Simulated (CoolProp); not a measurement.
The fluid at 298.15 K and 0.518 MPa flows at 0.98 m/s in a round tube of 2 mm bore and 0.25 µm roughness, fully developed (64/Re and Nu = 3.66 if laminar; Colebrook and Gnielinski if turbulent). The same conditions are run with several fluids, on thermodynamics alone (safety and materials aside).

Values from CoolProp's reference Helmholtz-energy equation of state of each fluid (normal hydrogen: Leachman 2009; ethane: Bücker 2006; nitrogen: Span 2000).

| fluid | Reynolds number | Darcy friction factor | pressure drop (Pa/m) | heat-transfer coefficient (W/(m² K)) | mass flow (kg/h) |
|---|---|---|---|---|---|
| normal hydrogen | [?] | 0.692 | [?] | 341 | 0.00465 |
| ethane | [?] | [?] | 74.1 | 39.2 | 0.0725 |
| nitrogen | 643 | [?] | 140 | [?] | [?] |

Fill in the missing entries.


- normal hydrogen, Reynolds number: 92.5
- normal hydrogen, pressure drop (Pa/m): 69.8
- ethane, Reynolds number: 1360
- ethane, Darcy friction factor: 0.0472
- nitrogen, Darcy friction factor: 0.0995
- nitrogen, heat-transfer coefficient (W/(m² K)): 47.5
- nitrogen, mass flow (kg/h): 0.0649

Transport values come from each fluid's own correlations.
